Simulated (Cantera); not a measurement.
Input: 1 mol SiC, 0.12 mol N2O, 290 mol N2, 1.1 mol H2O, at 1.33 mbar.

Method: chemical equilibrium by Gibbs-energy minimisation in Cantera with the NASA 1993 tables (ideal gas, pure condensed phases). Candidate condensed phases: C, C6H6, C7H8, C8H18, H2O, Si, SiC, SiO2, Si2N2O, Si3N4; 151 gas species. Mutual solubility and eutectic melting of coexisting phases are not modelled. Equilibrium is a limit: real reactors are often held back by kinetics, nucleation or transport. All values below are at 1423 K.

Base state: N2 0.993, H2 0.00376, CO 0.00277, SiO 3.87e-5, HCN 1.15e-5, H 1.12e-5 (mole fractions); condensed: SiC(s) + Si2N2O(s).

What changes in the equilibrium state with this change: H2O from 1.1 to 1.5 mol?


```tsv
species	before	after
N2	0.993	0.991
H2	0.00376	0.00512
CO	0.00277	0.00342
SiO	3.87e-5	0.000820
HCN	1.15e-5	3.70e-8
H	1.12e-5	1.30e-5
SiC(s), mol	0.188	0
Si2N2O(s), mol	0.400	0.380
```
